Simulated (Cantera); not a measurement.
A closed system holds: 1 mol PbO, 280 mol H₂, at 0.0100 bar.

These are equilibrium values from Cantera (NASA tables, ideal gas, pure condensed phases), not measurements of a reactor. Candidate condensed phases: H₂O, Pb, PbO, PbO₂, Pb₃O₄; 12 gas species. Rates play no part.

x: gas mole fraction; n: condensed amount in mol.

```
T (K)   x H₂    x H₂O      x Pb       x H     x Pb₂  n Pb(l)
-----  -----  -------  --------  --------  --------  -------
748    0.996  0.00357   8.75e-7  2.87e-12    <1e-12    1.000
773    0.996  0.00357   2.31e-6  9.06e-12    <1e-12    0.999
798    0.996  0.00357   5.73e-6  2.66e-11    <1e-12    0.998
823    0.996  0.00357   1.34e-5  7.32e-11  1.65e-12    0.996
848    0.996  0.00357   2.99e-5  1.90e-10  6.34e-12    0.992
873    0.996  0.00357   6.36e-5  4.67e-10  2.25e-11    0.982
898    0.996  0.00357  0.000130   1.09e-9  7.41e-11    0.964
923    0.996  0.00357  0.000254   2.44e-9  2.28e-10    0.929
948    0.996  0.00357       [?]       [?]       [?]    0.866
973    0.996  0.00357  0.000875   1.08e-8   1.82e-9    0.755
998    0.995  0.00357   0.00155   2.15e-8   4.73e-9    0.566
1023   0.994  0.00356   0.00267   4.13e-8   1.17e-8    0.251
1048   0.993  0.00356   0.00356       [?]       [?]        0
1073   0.993  0.00356   0.00356   1.40e-7   1.50e-8        0
```

### Question
Some entries are withheld; supply them.

### Answer

- 1048, x H: 7.70e-8
- 1048, x Pb₂: 1.77e-8
- 948, x Pb: 0.000479
- 948, x H: 5.23e-9
- 948, x Pb₂: 6.63e-10
